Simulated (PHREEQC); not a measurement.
**Leach liquor (model solution)**

Solution (25 °C): 130 mmol/kgw HCl and 19.5 mmol/kgw MnSO4. It is in equilibrium with CO2 at log p = 0 (atm). Otherwise closed; pH follows from the charge balance.

Computed with PHREEQC (ion-association model, phreeqc.dat).

Precipitation was switched off in this run.

Q: Estimate the pH, ionic strength.

A: pH 1.03; ionic strength 0.169 mol/kgw.

Q: In which forms is S present?

A: HSO4- 74 %, SO4-2 20 %, MnSO4 5.7 % of the S.

Complexes and solids missing from the database can't appear.
